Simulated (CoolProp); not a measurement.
CH3F (R41) at several states: Z from the reference equation and from simpler models built on Tc = 44.1 °C, pc = 5906 kPa, ω = 0.200; each cubic takes its own stable root.

The numbers come from the reference Helmholtz-energy equation of state, Lemmon 2006 in CoolProp. It is a short technical equation, of lower accuracy than the large ones.

```
T (°C)  p (kPa)          phase  reference
------  -------  -------------  ---------
120.05      576            gas     0.9811
120.15     4690            gas     0.8447
148.95    10400  supercritical     0.7506
-50.45       22            gas     0.9949
-89.65      164         liquid   0.004045
104.15     97.6            gas     0.9963
```

Q: How far does each simpler model (van der Waals, Redlich-Kwong, Peng-Robinson) lie from the reference over these 6 states: mean and median of the absolute difference, and the worst?

A: 
- van der Waals: mean 3981.4 %, median 0.3 %, worst +23882.7 % at -89.65 °C and 164 kPa
- Redlich-Kwong: mean 5.0 %, median 0.4 %, worst +28.6 % at -89.65 °C and 164 kPa
- Peng-Robinson: mean 2.6 %, median 0.3 %, worst +11.8 % at -89.65 °C and 164 kPa

At some of these states van der Waals gives the other phase, because its saturation line lies elsewhere.
